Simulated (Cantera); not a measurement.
Source: NASA polynomial tables (part measured, part estimated), evaluated in Cantera. Values are per mole of reaction as written; species without (g) are pure solids or liquids, kept so even where they would boil at 1 bar.

TaO2(g) + 2 CO(g) = Ta + 2 CO2(g)

```
T (K)  ΔH° (kJ)  ΔS° (J/K)  ΔG° (kJ)  log10 K
-----  --------  ---------  --------  -------
1300        [?]        [?]       [?]      [?]
1450     -351.9     -192.6     -72.7     2.62
1600     -349.1     -190.7     -44.0     1.44
1750     -346.2     -188.9     -15.5     0.46
1900     -343.1     -187.3      12.7    -0.35
2050        [?]        [?]       [?]      [?]
```

Complete the blanks.


- 1300, ΔH° (kJ): -354.6
- 1300, ΔS° (J/K): -194.5
- 1300, ΔG° (kJ): -101.8
- 1300, log10 K: 4.09
- 2050, ΔH° (kJ): -339.9
- 2050, ΔS° (J/K): -185.6
- 2050, ΔG° (kJ): 40.7
- 2050, log10 K: -1.04
